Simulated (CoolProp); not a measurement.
Properties of R1336mzz(Z) along the isotherm 161.95 °C (Tc = 171.3 °C, pc = 29.04 bar, ω = 0.386).

Model: reference Helmholtz-energy equation of state, McLinden 2020, in CoolProp.

| p (bar) | phase | Z | cv (kJ/(kg K)) | speed of sound (m/s) | Joule-Thomson coefficient (K/MPa) | fugacity coefficient |
|---|---|---|---|---|---|---|
| 0.0459 | gas | 0.9994 | 1.001 | 152.1 | 10.18 | 0.9994 |
| 0.0715 | gas | 0.9991 | 1.001 | 152.1 | 10.18 | 0.9991 |
| 0.111 | gas | 0.9985 | 1.002 | 152.0 | 10.19 | 0.9985 |
| 0.173 | gas | 0.9977 | 1.002 | 151.9 | 10.20 | 0.9977 |
| 0.27 | gas | 0.9964 | 1.002 | 151.7 | 10.22 | 0.9964 |
| 0.42 | gas | 0.9944 | 1.002 | 151.5 | ? | 0.9944 |
| 0.654 | gas | 0.9913 | 1.003 | 151.0 | 10.28 | 0.9913 |
| 1.02 | gas | 0.9863 | 1.004 | 150.4 | 10.34 | 0.9865 |
| 1.59 | gas | 0.9786 | 1.005 | 149.3 | 10.44 | 0.9790 |
| 2.47 | gas | 0.9665 | ? | 147.7 | 10.59 | ? |
| 3.85 | gas | 0.9471 | 1.012 | 145.1 | 10.85 | 0.9494 |
| 5.99 | gas | 0.9158 | 1.018 | 140.8 | 11.30 | 0.9215 |
| 9.32 | gas | 0.8639 | 1.030 | 133.6 | 12.13 | ? |
| 14.5 | gas | 0.7724 | 1.053 | 120.6 | 13.93 | 0.8124 |

**Question.** What belongs in the gaps?

**Answer.** 
- 0.42, Joule-Thomson coefficient (K/MPa): 10.24
- 2.47, cv (kJ/(kg K)): 1.008
- 2.47, fugacity coefficient: 0.9674
- 9.32, fugacity coefficient: 0.8786
